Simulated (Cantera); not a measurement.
A closed system holds: 1 mol SiO2, 0.53 mol C, 0.78 mol N2, at 0.0750 Torr.

Cantera equilibrium calculation (NASA polynomials, part measured and part estimated; ideal gas, pure solids and liquids). Candidate condensed phases: C, Si, SiC, SiO2, Si2N2O, Si3N4; 34 gas species. N2 is the only nitrogen source here; it is nearly inert below about 1500 K, so the nitride shown seldom forms there in practice. Mutual solubility and eutectic melting of coexisting phases are not modelled. The tables hold silica as quartz up to 1696 K and as liquid above; real silica turns to tridymite and cristobalite and melts near 1996 K. Equilibrium is a limit: real reactors are often held back by kinetics, nucleation or transport.

Question: Which condensed phases are stable at each of these points (T (K)): 1325, 1425, 1525, 1625, 1725, 1825, 1925, 2025, 2125, 2225?

Answer: 
```
T (K)            condensed phases  Si condensed (%)
-----  --------------------------  ----------------
1325   SiO2(β-quartz) + Si2N2O(s)              99.7
1425   SiO2(β-quartz) + Si2N2O(s)              90.9
1525               SiO2(β-quartz)              47.0
1625               SiO2(β-quartz)              47.0
1725              SiO2(condensed)              46.8
1825              SiO2(condensed)              45.4
1925              SiO2(condensed)              39.5
2025                      SiO2(l)              19.7
2125                     gas only               0.0
2225                     gas only               0.0
```

From 1325 K to 1425 K the condensed part is SiO2(β-quartz) + Si2N2O(s). From 1525 K to 1625 K the condensed part is SiO2(β-quartz). From 1725 K to 1925 K the condensed part is SiO2(condensed). At 2025 K the condensed part is SiO2(l). From 2125 K to 2225 K nothing is condensed.
